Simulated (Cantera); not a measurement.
Mixture: 6.00 % CH4, 13.6 % O2, 80.4 % N2, equivalence ratio 0.88, at 79000 Pa, adiabatic and at constant pressure. Ignition delay is the time to a rise of 400 K.

Computed with Cantera and GRI-Mech 3.0 (53 species, 325 reactions).

**Question.** Predict: delay at 1300 K; delay at 1450 K; delay at 1600 K; delay at 1750 K; delay at 1900 K; apparent activation energy between 1825 and 1975 K.

**Answer.** 
| Item | Result |
|---|---|
| delay at 1300 K | 20.3 ms |
| delay at 1450 K | 3.30 ms |
| delay at 1600 K | 0.767 ms |
| delay at 1750 K | 0.250 ms |
| delay at 1900 K | 0.103 ms |
| apparent activation energy between 1825 and 1975 K | 160 kJ/mol |
